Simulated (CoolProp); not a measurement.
Saturation properties of ammonia (Tc = 132.4 °C, pc = 11360 kPa, ω = 0.256).

Values from CoolProp's reference Helmholtz-energy equation of state, Gao 2020.

```json
[
 {"T (°C)": "-31.25", "p (kPa)": "112.3", "enthalpy of vaporisation (kJ/kg)": "1364", "liquid viscosity (µPa s)": "248", "vapour viscosity (µPa s)": "8.11"},
 {"T (°C)": "-19.35", "p (kPa)": "195.6", "enthalpy of vaporisation (kJ/kg)": "1327", "liquid viscosity (µPa s)": "212", "vapour viscosity (µPa s)": "8.47"},
 {"T (°C)": "-7.45", "p (kPa)": "322.0", "enthalpy of vaporisation (kJ/kg)": "1288", "liquid viscosity (µPa s)": "185", "vapour viscosity (µPa s)": "8.83"},
 {"T (°C)": "4.45", "p (kPa)": "505.5", "enthalpy of vaporisation (kJ/kg)": "1246", "liquid viscosity (µPa s)": "162", "vapour viscosity (µPa s)": "9.19"},
 {"T (°C)": "16.25", "p (kPa)": "758.9", "enthalpy of vaporisation (kJ/kg)": "1201", "liquid viscosity (µPa s)": "144", "vapour viscosity (µPa s)": "9.56"},
 {"T (°C)": "28.15", "p (kPa)": "1104", "enthalpy of vaporisation (kJ/kg)": "1153", "liquid viscosity (µPa s)": "128", "vapour viscosity (µPa s)": "9.94"},
 {"T (°C)": "40.05", "p (kPa)": "1557", "enthalpy of vaporisation (kJ/kg)": "1099", "liquid viscosity (µPa s)": "114", "vapour viscosity (µPa s)": "10.3"},
 {"T (°C)": "51.95", "p (kPa)": "2138", "enthalpy of vaporisation (kJ/kg)": "1041", "liquid viscosity (µPa s)": "102", "vapour viscosity (µPa s)": "10.7"},
 {"T (°C)": "63.85", "p (kPa)": "2869", "enthalpy of vaporisation (kJ/kg)": "976.0", "liquid viscosity (µPa s)": "91.1", "vapour viscosity (µPa s)": "11.2"},
 {"T (°C)": "75.75", "p (kPa)": "3772", "enthalpy of vaporisation (kJ/kg)": "902.8", "liquid viscosity (µPa s)": "81.3", "vapour viscosity (µPa s)": "11.7"},
 {"T (°C)": "87.65", "p (kPa)": "4873", "enthalpy of vaporisation (kJ/kg)": "818.8", "liquid viscosity (µPa s)": "72.2", "vapour viscosity (µPa s)": "12.4"},
 {"T (°C)": "99.55", "p (kPa)": "6200", "enthalpy of vaporisation (kJ/kg)": "719.8", "liquid viscosity (µPa s)": "63.6", "vapour viscosity (µPa s)": "13.3"},
 {"T (°C)": "111.45", "p (kPa)": "7786", "enthalpy of vaporisation (kJ/kg)": "596.6", "liquid viscosity (µPa s)": "55.0", "vapour viscosity (µPa s)": "14.6"}
]
```

It boils at -33.3 °C under 1 atm.

Viscosity comes from a separate model (Fenghour 1995).
